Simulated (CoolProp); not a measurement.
n-undecane at several states: density (kg/m³) from the reference equation and from simpler models built on Tc = 638.8 K, pc = 19.90 bar, ω = 0.539; each cubic takes its own stable root.

The numbers come from the reference Helmholtz-energy equation of state, Aleksandrov 2011 in CoolProp. It is a short technical equation, of lower accuracy than the large ones.

```csv
T (K),p (bar),phase,reference
322.2,9.85,liquid,719.0
565.9,0.716,gas,2.433
366.6,62.3,liquid,691.1
534.2,2.21,gas,8.552
```

**Question.** How far does each simpler model (van der Waals, Redlich-Kwong, Soave-Redlich-Kwong, Peng-Robinson) lie from the reference over these 4 states: mean and median of the absolute difference, and the worst?

**Answer.** 
- van der Waals: mean 23.8 %, median 24.1 %, worst -46.3 % at 322.2 K and 9.85 bar
- Redlich-Kwong: mean 10.8 %, median 11.0 %, worst -20.7 % at 322.2 K and 9.85 bar
- Soave-Redlich-Kwong: mean 8.5 %, median 8.5 %, worst -16.7 % at 322.2 K and 9.85 bar
- Peng-Robinson: mean 3.2 %, median 3.0 %, worst -6.6 % at 322.2 K and 9.85 bar
